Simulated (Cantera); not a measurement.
A Cantera script and its output.

```python
import numpy as np
import cantera as ct

gas = ct.Solution("gri30.yaml")
gas.TPX = 1275, 140000, {'N2O': 1, 'N2': 0.34}
reactor = ct.IdealGasConstPressureReactor(gas, energy="off", clone=False)
net = ct.ReactorNet([reactor])
net.rtol, net.atol = 1e-08, 1e-18
show = ['N2O', 'O', 'O2', 'N2', 'NO']
times = np.geomspace(6e-05, 20, 9)

steps = ct.SolutionArray(gas, extra=["t"])
rows = []
print(f"{'t/s':>10s}{'T/K':>9s}{'P/Pa':>11s}" + "".join(f"{s:>11s}" for s in show))
for t in times:
    while net.time < t:
        t_next = net.step()
        steps.append(gas.state, t=t_next)
    rows.append([np.interp(t, steps.t, y) for y in (steps.T, steps.P, *steps(*show).X.T)])
    print(f"{t:10.3e}{rows[-1][0]:9.1f}{rows[-1][1]:11.4g}" + "".join(f"{x:11.3e}" for x in rows[-1][2:]))
rate = np.gradient(steps.T, steps.t)
print("integrator steps:", len(steps.t))
if steps.T.max() > steps.T[0] + 200:
    print(f"time of steepest temperature rise: {steps.t[rate.argmax()]:.4e} s")
gas.TPX = 1275, 140000, {'N2O': 1, 'N2': 0.34}
gas.equilibrate("TP")
print(f"equilibrium (TP): T = {gas.T:.1f} K  " + "  ".join(f"{s} {gas[s].X[0]:.3e}" for s in show))
```

Output:

```
       t/s      T/K       P/Pa        N2O          O         O2         N2         NO
 6.000e-05   1275.0    1.4e+05  7.461e-01  5.053e-06  5.433e-05  2.538e-01  1.726e-05
 2.941e-04   1275.0    1.4e+05  7.454e-01  5.052e-06  2.831e-04  2.543e-01  8.992e-05
 1.442e-03   1275.0    1.4e+05  7.418e-01  5.044e-06  1.400e-03  2.563e-01  4.436e-04
 7.067e-03   1275.0    1.4e+05  7.247e-01  4.995e-06  6.759e-03  2.664e-01  2.127e-03
 3.464e-02   1275.0    1.4e+05  6.491e-01  4.721e-06  3.057e-02  3.108e-01  9.438e-03
 1.698e-01   1275.0    1.4e+05  4.056e-01  3.646e-06  1.082e-01  4.548e-01  3.110e-02
 8.324e-01   1275.0    1.4e+05  8.279e-02  1.248e-06  2.156e-01  6.501e-01  5.085e-02
 4.080e+00   1275.0    1.4e+05  4.346e-04  5.490e-08  2.453e-01  7.022e-01  5.127e-02
 2.000e+01   1275.0    1.4e+05  7.491e-07  4.709e-08  2.455e-01  7.025e-01  5.121e-02
integrator steps: 1099
equilibrium (TP): T = 1275.0 K  N2O 2.814e-08  O 4.950e-08  O2 2.715e-01  N2 7.281e-01  NO 3.685e-04
```

Computed with Cantera and GRI-Mech 3.0 (53 species, 325 reactions). GRI-Mech 3.0 was tuned for natural gas; its chemistry of N2O as a main component is partial and can be far from experiment. The mechanism lacks the step 2 NO + O2 → 2 NO2, which can matter for NO2 below about 1400 K. The temperature is held fixed by assumption; the heat of reaction is taken as removed at once.
